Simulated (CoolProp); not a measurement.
Vapour-liquid equilibrium of hydrogen chloride (1) + propane (2) at 0.571 MPa; x and y are mole fractions of (1).

Computed with CoolProp (multi-fluid Helmholtz-energy mixture model, Thol 2018 and Lemmon 2009; pair parameters Bell 2016).

Problem. Give the bubble temperature and the first vapour's composition at x = 0.25, 0.45, 0.65. Is there an azeotrope?

Solution. x = 0.25: 241.5 K, y = 0.757; x = 0.45: 233.1 K, y = 0.851; x = 0.65: 229.6 K, y = 0.892. No azeotrope shows between x = 0.05 and 0.95.

The pair parameters rest on a limited set of measurements; away from them the model extrapolates. With so large a gap from Raoult's law the liquid may split in two, which this calculation doesn't test in full.
